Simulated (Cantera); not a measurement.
Mixture: CH₃OH : O₂ : N₂ = 1 : 1.15 : 3.12 (molar parts), equivalence ratio 1.3, at 1.00 atm, adiabatic and at constant volume. Ignition delay is the time to a rise of 400 K.

Computed with Cantera and GRI-Mech 3.0 (53 species, 325 reactions). GRI-Mech 3.0 was tuned for natural gas; its chemistry of methanol as a main component is partial and can be far from experiment.

Task: Predict: delay at 1400 K; delay at 1475 K; delay at 1550 K; delay at 1625 K; delay at 1700 K; apparent activation energy between 1550 and 1700 K.

Result: 
```json
{
 "delay at 1400 K": "0.489 ms",
 "delay at 1475 K": "0.214 ms",
 "delay at 1550 K": "0.104 ms",
 "delay at 1625 K": "54.7 µs",
 "delay at 1700 K": "30.9 µs",
 "apparent activation energy between 1550 and 1700 K": "180 kJ/mol"
}
```
